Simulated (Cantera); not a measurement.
A perfectly stirred reactor is fed with C₂H₆ : N₂ = 1 : 4.6 (molar parts), at 0.0210 bar; it is held at 1673 K, and followed from long to short residence time.

Cantera simulation using GRI-Mech 3.0 (53 species, 325 reactions); the numbers are that mechanism's predictions, not measurements. GRI-Mech 3.0 stops at C3 and has no aromatics, soot or wall deposition, so with more carbon than oxygen in the feed, carbon stays in small species such as C2H2 where larger ones or solid carbon would form. Radical loss at walls, strong at low pressure, is not modelled.

Problem. What does this change do: N2 4.6 to 1.5 parts?

Solution. 
| quantity | before | after |
|---|---|---|
| x(C₂H₆) at τ = 3.60 s | 1.86e-5 | 2.86e-5 |
| x(HCN) at τ = 3.60 s | 3.73e-5 | 1.30e-5 |
| x(H) at τ = 3.60 s | 0.000643 | 0.000771 |
| x(C₂H) at τ = 3.60 s | 1.60e-6 | 1.93e-6 |
| x(CH₃) at τ = 3.60 s | 0.000485 | 0.000656 |
| x(C₂H₆) at τ = 93.0 ms | 0.000582 | 0.000894 |
| x(HCN) at τ = 93.0 ms | 8.26e-6 | 2.79e-6 |
| x(H) at τ = 93.0 ms | 0.000862 | 0.00105 |
| x(C₂H) at τ = 93.0 ms | 2.25e-6 | 2.77e-6 |
| x(CH₃) at τ = 93.0 ms | 0.00286 | 0.00394 |
